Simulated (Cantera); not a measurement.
A perfectly stirred reactor is fed with CH4 : CO2 : H2 = 1 : 1.2 : 1.6 (molar parts), at 0.237 atm; it is held at 1900 K, and followed from long to short residence time.

Computed with Cantera and GRI-Mech 3.0 (53 species, 325 reactions).

x: mole fraction; the columns are a selection and need not sum to one.

```csv
τ (s),x CH4,x CO2,x H2,x CO,x H2O,x HO2,x CH2O
1.4,0.00604,0.00991,0.555,0.348,0.0633,<1e-12,___
0.44,0.0104,0.0149,0.528,0.325,0.0911,1.08e-12,___
0.14,0.0174,0.0234,0.491,0.293,0.127,2.20e-12,___
0.044,0.0298,0.0399,0.453,0.253,0.159,3.85e-12,___
0.014,0.0535,0.0769,0.434,0.202,0.161,5.30e-12,___
0.0045,0.0975,0.149,0.441,0.132,0.117,5.69e-12,___
0.0014,0.162,0.234,0.448,0.0597,0.0541,4.56e-12,___
```

What belongs in the gaps?


- 1.4, x CH2O: 3.26e-7
- 0.44, x CH2O: 8.26e-7
- 0.14, x CH2O: 2.08e-6
- 0.044, x CH2O: 4.95e-6
- 0.014, x CH2O: 1.06e-5
- 0.0045, x CH2O: 2.02e-5
- 0.0014, x CH2O: 3.29e-5
